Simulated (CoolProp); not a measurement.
Vapour-liquid equilibrium of R113 (1) + acetone (2) at 0.0494 MPa; x and y are mole fractions of (1).

Computed with CoolProp (multi-fluid Helmholtz-energy mixture model, Marx 1992 and Lemmon 2006; pair parameters Bell 2016).

| x | bubble temperature, mixture model (°C) | bubble temperature, Raoult's law (°C) | y, mixture model | y, Raoult's law |
|---|---|---|---|---|
| 0.05 | 33.7 | 36.0 | 0.147 | 0.069 |
| 0.2 | 28.5 | 34.5 | 0.396 | 0.261 |
| 0.35 | 26.1 | 33.1 | 0.518 | 0.433 |
| 0.5 | 25.0 | 31.7 | 0.597 | 0.587 |
| 0.65 | 24.5 | 30.4 | 0.667 | 0.726 |
| 0.8 | 24.8 | 29.1 | 0.756 | 0.852 |
| 0.95 | 26.3 | 27.9 | 0.912 | 0.965 |

The largest gap from Raoult's law is -7.0 K in bubble temperature, at x = 0.35. y crosses x between x = 0.65 and 0.8: the model has an azeotrope there.

The pair parameters rest on a limited set of measurements; away from them the model extrapolates.
